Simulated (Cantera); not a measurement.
Feed: 1 mol Ti, 8.2 mol CH4, held at 1525 K and 37.0 Pa.

Method: chemical equilibrium by Gibbs-energy minimisation in Cantera with the NASA 1993 tables (ideal gas, pure condensed phases). Candidate condensed phases: C, C6H6, C7H8, C8H18, Ti, TiC; 77 gas species. TiC: taken at fixed stoichiometry. The numbers say what is thermodynamically allowed, not how fast it happens.

Base state: H2 0.999, H 0.00123, C2H2 (acetylene) 1.21e-5 (mole fractions); condensed: C(graphite) + TiC(s).

Q: What changes in the equilibrium state with this change: temperature from 1525 K to 1300 K?

A: 
```
species            before    after
----------------  -------  -------
H2                  0.999    1.000
H                 0.00123  5.75e-5
C2H2 (acetylene)  1.21e-5  5.76e-7
C(graphite), mol     7.20     7.20
TiC(s), mol          1.00     1.00
```
